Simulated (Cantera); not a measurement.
Input (Python, Cantera):

```python
import numpy as np
import cantera as ct

gas = ct.Solution("gri30.yaml")
gas.TPX = 775, 1000000, {'CH4': 1, 'O2': 1.67, 'N2': 8.5}
inlet = ct.Reservoir(gas, clone=True)
gas.equilibrate("HP")  # start burning
reactor = ct.IdealGasConstPressureReactor(gas, energy="on", clone=False)
exhaust = ct.Reservoir(gas, clone=True)
tau = [0.024, 0.014, 0.0081, 0.0046, 0.0027, 0.0015, 0.00088, 0.00051, 0.00029, 0.00017, 9.6e-05][0]
for a, b in ((inlet, reactor), (reactor, exhaust)):
    ct.MassFlowController(a, b, mdot=lambda t: reactor.mass / tau)
net = ct.ReactorNet([reactor])
show = ['CH4', 'O2', 'N2O', 'C2H6', 'HCO', 'O']

rows = []
print(f"{'tau/s':>10s}{'T/K':>9s}" + "".join(f"{s:>11s}" for s in show))
for tau in [0.024, 0.014, 0.0081, 0.0046, 0.0027, 0.0015, 0.00088, 0.00051, 0.00029, 0.00017, 9.6e-05]:
    net.initial_time = 0.0
    net.advance(30 * tau)
    before = gas.X
    net.advance(40 * tau)
    drift = np.max(np.abs(gas.X - before) / (gas.X + 1e-9))
    rows.append([gas.T, *gas[show].X, drift])
    print(f"{tau:10.3e}{gas.T:9.1f}" + "".join(f"{x:11.3e}" for x in gas[show].X))
```

It prints:

```
     tau/s      T/K        CH4         O2        N2O       C2H6        HCO          O
 2.400e-02   2210.2  4.492e-05  9.806e-05  2.786e-08  2.056e-09  4.948e-08  5.805e-06
 1.400e-02   2208.9  6.271e-05  1.466e-04  3.457e-08  4.469e-09  6.422e-08  7.242e-06
 8.100e-03   2207.1  8.591e-05  2.201e-04  4.420e-08  9.413e-09  8.797e-08  9.328e-06
 4.600e-03   2204.7  1.165e-04  3.339e-04  5.815e-08  1.948e-08  1.278e-07  1.246e-05
 2.700e-03   2201.5  1.529e-04  4.919e-04  7.605e-08  3.725e-08  1.888e-07  1.671e-05
 1.500e-03   2196.8  2.046e-04  7.508e-04  1.022e-07  7.381e-08  2.999e-07  2.354e-05
 8.800e-04   2190.8  2.674e-04  1.100e-03  1.319e-07  1.354e-07  4.664e-07  3.236e-05
 5.100e-04   2182.4  3.578e-04  1.632e-03  1.667e-07  2.543e-07  7.433e-07  4.466e-05
 2.900e-04   2170.1  5.020e-04  2.484e-03  2.026e-07  5.131e-07  1.215e-06  6.115e-05
 1.700e-04   2152.8  7.351e-04  3.802e-03  2.263e-07  1.107e-06  1.939e-06  7.935e-05
 9.600e-05   2121.0  1.260e-03  6.467e-03  2.185e-07  3.275e-06  3.171e-06  9.680e-05
```

Model: GRI-Mech 3.0 (53 species, 325 reactions), integrated in Cantera.
